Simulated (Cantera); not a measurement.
Charge: 1 mol HBr, 0.25 mol H₂O, a varied amount of H₂, held at 2473 K and 1.20 bar.

These are equilibrium values from Cantera (NASA tables, ideal gas, pure condensed phases), not measurements of a reactor. Candidate condensed phases: Br₂, H₂O; 12 gas species. The numbers say what is thermodynamically allowed, not how fast it happens.

At 3.3 mol H₂, list the 6 most abundant gas species with their mole fractions, and the condensed phases.

H₂ 0.716, HBr 0.169, H₂O 0.0530, Br 0.0436, H 0.0172, OH 0.000256. Condensed: gas only.
